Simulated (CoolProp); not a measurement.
Properties of normal hydrogen along the isobar 6650 kPa.

Values from CoolProp's reference Helmholtz-energy equation of state, Leachman 2009.

| T (K) | phase | cp (kJ/(kg K)) | Joule-Thomson coefficient (K/MPa) | conductivity (mW/(m K)) | fugacity coefficient |
|---|---|---|---|---|---|
| 20.9 | liquid | 8.297 | -1.245 | 114 | 0.04488 |
| 34.3 | supercritical | 13.24 | -0.4401 | 113 | 0.2838 |
| 47.7 | supercritical | 18.66 | 0.5975 | 94.7 | 0.5920 |
| 61.2 | supercritical | 16.74 | 1.171 | 79.2 | 0.8005 |
| 74.6 | supercritical | 14.38 | 1.087 | 77.0 | 0.9106 |
| 88 | supercritical | 13.37 | 0.8666 | 80.0 | 0.9700 |
| 101.5 | supercritical | 13.02 | 0.6527 | 85.3 | 1.004 |
| 114.9 | supercritical | 12.98 | 0.4734 | 91.9 | 1.023 |
| 128.3 | supercritical | 13.07 | 0.3275 | 99.2 | 1.034 |
| 141.7 | supercritical | 13.23 | 0.2095 | 107 | 1.041 |
| 155.2 | supercritical | 13.41 | 0.1127 | 115 | 1.045 |
| 168.6 | supercritical | 13.58 | 0.03377 | 123 | 1.047 |
| 182 | supercritical | 13.74 | -0.03205 | 131 | 1.047 |
| 195.5 | supercritical | 13.89 | -0.08802 | 139 | 1.047 |
| 208.9 | supercritical | 14.02 | -0.1355 | 147 | 1.047 |

The peak of cp marks the crossing from liquid-like to gas-like fluid above the critical point.

Thermal conductivity comes from a separate model (Assael 2011).
